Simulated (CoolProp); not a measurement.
Values from CoolProp's reference Helmholtz-energy equation of state, Lemmon 2006. It is a short technical equation, of lower accuracy than the large ones.

Problem. For C3F8 (R218), give the phase and the Z, Joule-Thomson coefficient (K/MPa) at -0.25 °C and 0.246 MPa; -0.25 °C and 0.56 MPa; -0.25 °C and 2.9 MPa.

Solution. 
- -0.25 °C and 0.246 MPa: gas; Z 0.924, Joule-Thomson coefficient 19.5
- -0.25 °C and 0.56 MPa: liquid; Z 0.0318, Joule-Thomson coefficient -0.0632
- -0.25 °C and 2.9 MPa: liquid; Z 0.163, Joule-Thomson coefficient -0.120
